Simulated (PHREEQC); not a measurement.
Solution A (0.17 mol H3BO3, 0.0009 mol NaF and 0.00038 mol KCl per kg of water) is mixed with solution B (0.17 mol/kgw HCl, 0.0001 mol/kgw Li2SO4 and 0.00066 mol/kgw MgSO4) at 60 °C; shares are by mass of water, 1 kg in all. O2 is buffered at 0.21 atm. The system is closed to CO2. Precipitation was switched off in this run.

The numbers come from PHREEQC with the ion-association model, phreeqc.dat.

```csv
share of solution B,pH,HSO4- (mol/kgw),F- (mol/kgw)
0,5.34,0,0.000768
0.1,1.84,5.19e-5,1.86e-5
0.2,1.54,0.000120,9.62e-6
0.3,1.37,0.000191,6.12e-6
0.4,1.25,0.000262,4.18e-6
0.5,1.16,0.000334,2.92e-6
0.6,1.08,0.000407,2.02e-6
0.7,1.02,0.000480,1.34e-6
0.8,0.96,0.000553,8.03e-7
0.9,0.92,0.000626,3.65e-7
1,0.87,0.000700,0
```

Away from 25 °C the constants follow the database's enthalpies or fits; those with neither stay at their 25 °C values. Real BF4- forms and hydrolyses slowly; the run takes it at equilibrium.
